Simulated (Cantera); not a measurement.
Cantera run:

```python
import numpy as np
import cantera as ct

gas_names = """
    NH3 VO2 NO2 H
""".split()
cond_names = """
    V(cr) V(L)
""".split()


# ... load() reads the species with a 1 bar reference pressure and builds the phases ...
species = {s.name: s for s in load("nasa_gas.yaml", gas_names) + load("nasa_condensed.yaml", cond_names)}
# Each term lists the table entries of one substance; the one whose range holds T is used.
reactions = {
    'NH3(g) + VO2(g) = NO2(g) + 3 H(g) + V':
        [(-1, ['NH3']), (-1, ['VO2']), (1, ['NO2']), (3, ['H']), (1, ['V(cr)', 'V(L)'])],
}


def pick(names, T):
    return next(species[n] for n in names if species[n].thermo.min_temp <= T <= species[n].thermo.max_temp)


results = []
for label, terms in reactions.items():
    print(label)
    print("     T/K   dH/kJ  dS/(J/K)   dG/kJ   log10 K")
    for T in [1473, 1523, 1573, 1623, 1673, 1723, 1773, 1823, 1873]:
        used = [(nu, pick(names, T)) for nu, names in terms]
        dH = sum(nu * s.thermo.h(T) for nu, s in used) / 1e6
        dS = sum(nu * s.thermo.s(T) for nu, s in used) / 1e3
        dG = dH - T * dS / 1e3
        logK = -dG * 1e6 / (ct.gas_constant * T * np.log(10))
        results.append((label, T, dH, dS, dG, logK, [s.name for _, s in used]))
        print(f"{T:8g} {dH:8.1f} {dS:8.1f} {dG:8.1f} {logK:8.2f}")
```

Result:

```
NH3(g) + VO2(g) = NO2(g) + 3 H(g) + V
     T/K   dH/kJ  dS/(J/K)   dG/kJ   log10 K
    1473   1008.7    215.5    691.3   -24.52
    1523   1010.2    216.5    680.5   -23.34
    1573   1011.8    217.5    669.7   -22.24
    1623   1013.3    218.4    658.8   -21.20
    1673   1014.8    219.4    647.8   -20.23
    1723   1016.3    220.3    636.9   -19.31
    1773   1017.9    221.1    625.8   -18.44
    1823   1019.4    222.0    614.7   -17.61
    1873   1021.0    222.8    603.6   -16.83
```

Standard-state values (1 bar) from the NASA 1993 polynomials, evaluated with Cantera. Condensed species are held in their standard states even where they would react or evaporate.
